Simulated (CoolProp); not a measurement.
Saturation properties of ethane (Tc = 305.3 K, pc = 4.872 MPa, ω = 0.099).

Computed with CoolProp (reference Helmholtz-energy equation of state, Bücker 2006).

```
T (K)  p (MPa)  liquid density (kg/m³)  liquid cp (kJ/(kg K))  surface tension (mN/m)
-----  -------  ----------------------  ---------------------  ----------------------
220.6   0.5030                   495.4                  2.650                    10.6
226     0.6104                       ?                  2.696                    9.79
231.5   0.7362                   479.0                  2.750                    8.97
237     0.8801                   470.2                  2.810                    8.17
242.4    1.040                   461.3                  2.879                    7.39
247.9        ?                   451.8                  2.959                    6.61
253.4    1.431                   441.8                  3.055                    5.84
258.8    1.658                   431.5                  3.167                    5.10
264.3    1.915                   420.2                  3.306                       ?
269.8    2.199                   408.2                  3.483                    3.65
275.3    2.513                   395.0                  3.717                    2.96
280.7    2.853                   380.8                  4.036                    2.31
286.2    3.232                   364.3                  4.528                    1.68
```

Some entries are withheld; supply them.


- 226, liquid density (kg/m³): 487.4
- 247.9, p (MPa): 1.225
- 264.3, surface tension (mN/m): 4.37

It boils at 184.6 K under 1 atm.

Surface tension comes from a separate correlation (Mulero 2012).
